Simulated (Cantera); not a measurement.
A perfectly stirred reactor is fed with C₂H₆ : N₂ = 1 : 1.8 (molar parts), at 0.683 Torr; it is held at 1173 K, and followed from long to short residence time.

Cantera simulation using GRI-Mech 3.0 (53 species, 325 reactions); the numbers are that mechanism's predictions, not measurements. GRI-Mech 3.0 stops at C3 and has no aromatics, soot or wall deposition, so with more carbon than oxygen in the feed, carbon stays in small species such as C2H2 where larger ones or solid carbon would form. Radical loss at walls, strong at low pressure, is not modelled.

Q: Predict: x(C₂H₆) at τ = 3.70 s; x(CH₃) at τ = 3.70 s; x(CH₄) at τ = 3.70 s; x(C₂H₆) at τ = 23.0 ms; x(CH₃) at τ = 23.0 ms; x(CH₄) at τ = 23.0 ms.

A: 
```
Quantity                   Value
----------------------  --------
x(C₂H₆) at τ = 3.70 s     0.0881
x(CH₃) at τ = 3.70 s    0.000513
x(CH₄) at τ = 3.70 s      0.0810
x(C₂H₆) at τ = 23.0 ms     0.356
x(CH₃) at τ = 23.0 ms   0.000115
x(CH₄) at τ = 23.0 ms   0.000134
```
